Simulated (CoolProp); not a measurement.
Saturation properties of carbon dioxide.

Values from CoolProp's reference Helmholtz-energy equation of state, Span 1996.

| T (K) | p (MPa) | liquid density (kg/m³) | enthalpy of vaporisation (kJ/kg) | liquid cp (kJ/(kg K)) | vapour Z | liquid conductivity (mW/(m K)) |
|---|---|---|---|---|---|---|
| 235 | 1.075 | 1109 | 319.1 | 2.021 | 0.8669 | 155 |
| 239.6 | 1.265 | 1091 | 310.4 | 2.048 | 0.8510 | 149 |
| 244.3 | 1.484 | 1071 | 301.2 | 2.082 | 0.8334 | 143 |
| 248.9 | 1.724 | 1051 | 291.7 | 2.121 | 0.8149 | 138 |
| 253.6 | 1.997 | 1030 | 281.4 | 2.170 | 0.7946 | 132 |
| 258.2 | 2.294 | 1008 | 270.8 | 2.229 | 0.7732 | 127 |
| 262.9 | 2.630 | 984.2 | 259.3 | 2.303 | 0.7497 | 121 |
| 267.6 | 3.000 | 959.2 | 246.9 | 2.396 | 0.7244 | 116 |
| 272.2 | 3.398 | 933.1 | 233.7 | 2.514 | 0.6975 | 110 |
| 276.9 | 3.844 | 904.2 | 219.1 | 2.674 | 0.6675 | 105 |
| 281.5 | 4.321 | 873.1 | 203.3 | 2.895 | 0.6352 | 99.2 |

Thermal conductivity comes from a separate model (Huber 2016).
